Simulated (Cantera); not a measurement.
A perfectly stirred reactor is fed with 47.6 % CH4, 52.4 % H2, at 0.00270 bar; it is held at 1525 K, and followed from long to short residence time.

Detailed kinetics in Cantera: GRI-Mech 3.0 (53 species, 325 reactions). GRI-Mech 3.0 stops at C3 and has no aromatics, soot or wall deposition, so with more carbon than oxygen in the feed, carbon stays in small species such as C2H2 where larger ones or solid carbon would form. Radical loss at walls, strong at low pressure, is not modelled.

x: mole fraction; the columns are a selection and need not sum to one.

```json
[
 {"τ (s)": "27", "x CH4": "0.141", "x H2": "0.745", "x C2H4": "0.000909", "x CH2": "1.20e-7", "x C2H": "6.21e-8", "x CH3": "0.000713"},
 {"τ (s)": "4.6", "x CH4": "0.294", "x H2": "0.643", "x C2H4": "0.00310", "x CH2": "1.71e-7", "x C2H": "2.75e-8", "x CH3": "0.00126"},
 {"τ (s)": "0.80", "x CH4": "[?]", "x H2": "0.550", "x C2H4": "[?]", "x CH2": "1.58e-7", "x C2H": "[?]", "x CH3": "[?]"},
 {"τ (s)": "0.14", "x CH4": "0.475", "x H2": "0.524", "x C2H4": "0.000200", "x CH2": "1.66e-8", "x C2H": "3.95e-12", "x CH3": "0.000451"},
 {"τ (s)": "0.024", "x CH4": "0.476", "x H2": "0.524", "x C2H4": "[?]", "x CH2": "4.98e-10", "x C2H": "<1e-12", "x CH3": "[?]"},
 {"τ (s)": "0.0042", "x CH4": "0.476", "x H2": "0.524", "x C2H4": "5.80e-9", "x CH2": "1.51e-11", "x C2H": "<1e-12", "x CH3": "1.32e-5"},
 {"τ (s)": "0.00072", "x CH4": "0.476", "x H2": "0.524", "x C2H4": "2.38e-11", "x CH2": "<1e-12", "x C2H": "<1e-12", "x CH3": "2.23e-6"},
 {"τ (s)": "0.00012", "x CH4": "0.476", "x H2": "0.524", "x C2H4": "<1e-12", "x CH2": "<1e-12", "x C2H": "<1e-12", "x CH3": "3.39e-7"}
]
```

Task: Some entries are withheld; supply them.

Result: 
- 0.80, x CH4: 0.433
- 0.80, x C2H4: 0.00397
- 0.80, x C2H: 3.85e-9
- 0.80, x CH3: 0.00145
- 0.024, x C2H4: 1.10e-6
- 0.024, x CH3: 7.57e-5
